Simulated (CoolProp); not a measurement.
CH3F (R41) along the isotherm 64.85 °C: density (kg/m³) from the reference equation and from simpler models built on Tc = 44.1 °C, pc = 59.06 bar, ω = 0.200; each cubic takes its own stable root.

Values from CoolProp's reference Helmholtz-energy equation of state, Lemmon 2006. It is a short technical equation, of lower accuracy than the large ones.

```json
[
 {"p (bar)": "3.28", "phase": "gas", "reference": "4.044", "Soave-Redlich-Kwong": "4.035", "Peng-Robinson": "4.043"},
 {"p (bar)": "6.56", "phase": "gas", "reference": "8.241", "Soave-Redlich-Kwong": "8.200", "Peng-Robinson": "8.234"},
 {"p (bar)": "9.84", "phase": "gas", "reference": "12.60", "Soave-Redlich-Kwong": "12.51", "Peng-Robinson": "12.59"},
 {"p (bar)": "13.1", "phase": "gas", "reference": "17.12", "Soave-Redlich-Kwong": "16.94", "Peng-Robinson": "17.08"},
 {"p (bar)": "16.4", "phase": "gas", "reference": "21.88", "Soave-Redlich-Kwong": "21.59", "Peng-Robinson": "21.82"},
 {"p (bar)": "19.7", "phase": "gas", "reference": "26.86", "Soave-Redlich-Kwong": "26.43", "Peng-Robinson": "26.77"},
 {"p (bar)": "23", "phase": "gas", "reference": "32.08", "Soave-Redlich-Kwong": "31.47", "Peng-Robinson": "31.95"},
 {"p (bar)": "26.2", "phase": "gas", "reference": "37.39", "Soave-Redlich-Kwong": "36.56", "Peng-Robinson": "37.21"},
 {"p (bar)": "29.5", "phase": "gas", "reference": "43.15", "Soave-Redlich-Kwong": "42.06", "Peng-Robinson": "42.90"}
]
```
